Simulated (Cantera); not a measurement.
**Ammonia decomposition in nitride growth gas**

A perfectly stirred reactor is fed with 12.2 % NH3, 87.8 % H2, at 248 Torr; it is held at 1700 K, and followed from long to short residence time.

Model: the gas-phase N/H chemistry of the illustrative SiF4/NH3 mechanism in the Surface Chemkin manual (1991), integrated in Cantera. Walls and surfaces, which speed up NH3 decomposition in real reactors, are not modelled.

```csv
τ (s),x NH3,x H2,x N2H4,x N2H2,x NH2,x N2,x N
0.97,0.110,0.885,6.12e-9,5.52e-8,4.73e-5,0.00536,2.49e-8
0.40,0.117,0.881,6.61e-9,5.94e-8,4.92e-5,0.00236,2.48e-8
0.16,0.120,0.879,6.67e-9,5.95e-8,4.94e-5,0.000940,2.38e-8
0.067,0.121,0.878,6.29e-9,5.54e-8,4.79e-5,0.000363,2.13e-8
0.027,0.122,0.878,5.20e-9,4.44e-8,4.36e-5,0.000115,1.59e-8
0.011,0.122,0.878,3.17e-9,2.51e-8,3.40e-5,2.55e-5,7.55e-9
0.0046,0.122,0.878,1.10e-9,7.63e-9,2.00e-5,3.06e-6,1.54e-9
0.0019,0.122,0.878,2.25e-10,1.38e-9,9.05e-6,2.14e-7,1.43e-10
0.00076,0.122,0.878,3.70e-11,2.10e-10,3.67e-6,1.20e-8,9.58e-12
0.00031,0.122,0.878,6.17e-12,3.33e-11,1.50e-6,6.58e-10,<1e-12
0.00013,0.122,0.878,1.08e-12,5.51e-12,6.32e-7,3.39e-11,<1e-12
```
x: mole fraction; the columns are a selection and need not sum to one.
